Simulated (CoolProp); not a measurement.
Vapour-liquid equilibrium of benzene (1) + n-octane (2) at 0.113 MPa; x and y are mole fractions of (1).

Computed with CoolProp (multi-fluid Helmholtz-energy mixture model, Thol 2012 and Beckmüller 2019; pair parameters Bell 2016).

```json
[
 {"x": "0.05", "bubble temperature (K)": "397.9", "y at the bubble point": "0.161", "dew temperature at overall composition x (K)": "[?]", "liquid density (mol/L)": "[?]"},
 {"x": "0.15", "bubble temperature (K)": "389.4", "y at the bubble point": "0.405", "dew temperature at overall composition x (K)": "398.3", "liquid density (mol/L)": "5.832"},
 {"x": "0.25", "bubble temperature (K)": "382.3", "y at the bubble point": "0.570", "dew temperature at overall composition x (K)": "395.0", "liquid density (mol/L)": "6.199"},
 {"x": "0.35", "bubble temperature (K)": "376.6", "y at the bubble point": "0.682", "dew temperature at overall composition x (K)": "391.5", "liquid density (mol/L)": "6.590"},
 {"x": "0.45", "bubble temperature (K)": "372.1", "y at the bubble point": "0.762", "dew temperature at overall composition x (K)": "387.6", "liquid density (mol/L)": "7.013"},
 {"x": "0.55", "bubble temperature (K)": "368.4", "y at the bubble point": "0.821", "dew temperature at overall composition x (K)": "383.2", "liquid density (mol/L)": "7.475"},
 {"x": "0.65", "bubble temperature (K)": "365.3", "y at the bubble point": "0.869", "dew temperature at overall composition x (K)": "378.4", "liquid density (mol/L)": "7.986"},
 {"x": "0.75", "bubble temperature (K)": "362.6", "y at the bubble point": "0.909", "dew temperature at overall composition x (K)": "372.8", "liquid density (mol/L)": "[?]"},
 {"x": "0.85", "bubble temperature (K)": "360.2", "y at the bubble point": "0.946", "dew temperature at overall composition x (K)": "366.5", "liquid density (mol/L)": "9.208"},
 {"x": "0.95", "bubble temperature (K)": "357.9", "y at the bubble point": "0.982", "dew temperature at overall composition x (K)": "[?]", "liquid density (mol/L)": "9.950"}
]
```

Q: What belongs in the gaps?

A: 
- 0.05, dew temperature at overall composition x (K): 401.3
- 0.05, liquid density (mol/L): 5.485
- 0.75, liquid density (mol/L): 8.559
- 0.95, dew temperature at overall composition x (K): 359.9

No azeotrope shows between x = 0.05 and 0.95.

Pair parameters are fitted to limited data, so mixtures are less certain than the pure fluids.
